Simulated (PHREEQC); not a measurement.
# Buffer: an equilibrium model

Solution (20 °C): 67 mmol/kgw KH2PO4, 1.3 mmol/kgw NaF and 1.3 mmol/kgw NaCl. Closed to the air; pH follows from the charge balance.

The numbers come from PHREEQC with the ion-association model, wateq4f.dat.

Precipitation was switched off in this run.

Problem. What pH, ionic strength does the model give?

Solution. pH 4.54; ionic strength 0.0699 mol/kgw.

Problem. In which forms is F present?

Solution. F- 97 %, HF 3.0 % of the F.

H3PO4, which wateq4f.dat lacks, is added to it with the constant of phreeqc.dat.
